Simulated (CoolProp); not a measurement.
Properties of methane along the isobar 29.9 bar.

Values from CoolProp's reference Helmholtz-energy equation of state, Setzmann 1991.

```json
[
 {"T (K)": "104", "phase": "liquid", "Z": "0.1273", "cp (kJ/(kg K))": "3.406", "viscosity (µPa s)": "…"},
 {"T (K)": "108.4", "phase": "liquid", "Z": "0.1239", "cp (kJ/(kg K))": "…", "viscosity (µPa s)": "130"},
 {"T (K)": "112.7", "phase": "liquid", "Z": "0.1209", "cp (kJ/(kg K))": "3.456", "viscosity (µPa s)": "118"},
 {"T (K)": "117", "phase": "liquid", "Z": "0.1181", "cp (kJ/(kg K))": "3.485", "viscosity (µPa s)": "108"},
 {"T (K)": "121.4", "phase": "liquid", "Z": "…", "cp (kJ/(kg K))": "3.518", "viscosity (µPa s)": "…"},
 {"T (K)": "125.7", "phase": "liquid", "Z": "…", "cp (kJ/(kg K))": "3.555", "viscosity (µPa s)": "90.9"},
 {"T (K)": "130", "phase": "liquid", "Z": "0.1116", "cp (kJ/(kg K))": "3.598", "viscosity (µPa s)": "84.0"},
 {"T (K)": "134.4", "phase": "liquid", "Z": "0.1099", "cp (kJ/(kg K))": "3.649", "viscosity (µPa s)": "77.7"},
 {"T (K)": "138.7", "phase": "liquid", "Z": "0.1085", "cp (kJ/(kg K))": "3.707", "viscosity (µPa s)": "72.1"},
 {"T (K)": "143.1", "phase": "liquid", "Z": "0.1074", "cp (kJ/(kg K))": "3.778", "viscosity (µPa s)": "66.9"},
 {"T (K)": "147.4", "phase": "liquid", "Z": "0.1065", "cp (kJ/(kg K))": "3.862", "viscosity (µPa s)": "62.2"},
 {"T (K)": "151.7", "phase": "liquid", "Z": "0.1059", "cp (kJ/(kg K))": "3.965", "viscosity (µPa s)": "57.8"},
 {"T (K)": "156.1", "phase": "liquid", "Z": "0.1056", "cp (kJ/(kg K))": "4.099", "viscosity (µPa s)": "53.5"},
 {"T (K)": "160.4", "phase": "liquid", "Z": "0.1057", "cp (kJ/(kg K))": "4.269", "viscosity (µPa s)": "49.4"},
 {"T (K)": "164.7", "phase": "liquid", "Z": "0.1063", "cp (kJ/(kg K))": "4.501", "viscosity (µPa s)": "45.5"},
 {"T (K)": "169.1", "phase": "liquid", "Z": "0.1076", "cp (kJ/(kg K))": "4.849", "viscosity (µPa s)": "41.5"}
]
```

Problem. Complete the blanks.

Solution. 
- 104, viscosity (µPa s): 145
- 108.4, cp (kJ/(kg K)): 3.430
- 121.4, Z: 0.1157
- 121.4, viscosity (µPa s): 98.7
- 125.7, Z: 0.1135

Viscosity comes from a separate model (Quiñones-Cisneros 2006).
